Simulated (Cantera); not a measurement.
Input: 1 mol Si₃N₄, 0.99 mol CO₂, 32 mol H₂, equilibrated at 100000 Pa.

These are equilibrium values from Cantera (NASA tables, ideal gas, pure condensed phases), not measurements of a reactor. Candidate condensed phases: C, C₆H₆, C₇H₈, C₈H₁₈, H₂O, Si, SiC, SiO₂, Si₂N₂O, Si₃N₄; 151 gas species. Mutual solubility and eutectic melting of coexisting phases are not modelled. Gases not in the tables: Si₂H₆ and higher silanes. Rates play no part.

Q: What share of the Si ends up in condensed phases as a function of T (K), at 1623, 1673, 1723, 1773, 1823, 1873, 1923, 1973, 2023, 2073, 2123, 2173, 2223?

A: 
| T (K) | Si condensed (%) | as |
|---|---|---|
| 1623 | 100.0 | Si₂N₂O(s) |
| 1673 | 99.9 | SiC(s) + Si₂N₂O(s) |
| 1723 | 99.6 | SiC(s) + Si₂N₂O(s) |
| 1773 | 99.0 | SiC(s) + Si₂N₂O(s) |
| 1823 | 97.4 | SiC(s) + Si₂N₂O(s) |
| 1873 | 94.1 | SiC(s) + Si₂N₂O(s) |
| 1923 | 87.6 | SiC(s) + Si₂N₂O(s) |
| 1973 | 76.9 | SiC(s) + Si₂N₂O(s) |
| 2023 | 59.0 | Si(l) + SiC(s) + Si₂N₂O(s) |
| 2073 | 54.5 | Si(l) + SiC(s) |
| 2123 | 57.7 | Si(l) + SiC(s) |
| 2173 | 60.9 | Si(l) + SiC(s) |
| 2223 | 63.9 | Si(l) + SiC(s) |
